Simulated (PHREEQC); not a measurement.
Dissolve 0.19 mol H2SO4, 5.7e-05 mol Li2SO4 and 0.012 mol Na2SO4 per kg of water at 25 °C. Closed to the air; pH follows from the charge balance.

Model: ion-association model, phreeqc.dat, run in PHREEQC.

pH: 0.78
ionic strength: 0.262 mol/kgw
activity of water: 0.993
specific conductance: 66400 µS/cm
density: 1.010 g/cm³
total alkalinity: -380 meq/kg

```json
[
 {"species": "H+", "molality": "0.209", "activity": "0.164", "log γ": "-0.104"},
 {"species": "HSO4-", "molality": "0.171", "activity": "0.126", "log γ": "-0.133"},
 {"species": "SO4-2", "molality": "0.0299", "activity": "0.00790", "log γ": "-0.578"},
 {"species": "Na+", "molality": "0.0231", "activity": "0.0170", "log γ": "-0.133"},
 {"species": "NaSO4-", "molality": "0.000921", "activity": "0.000672", "log γ": "-0.137"},
 {"species": "Li+", "molality": "0.000110", "activity": "8.16e-5", "log γ": "-0.130"},
 {"species": "LiSO4-", "molality": "3.90e-6", "activity": "2.82e-6", "log γ": "-0.142"}
]
```

No solid was allowed to form.
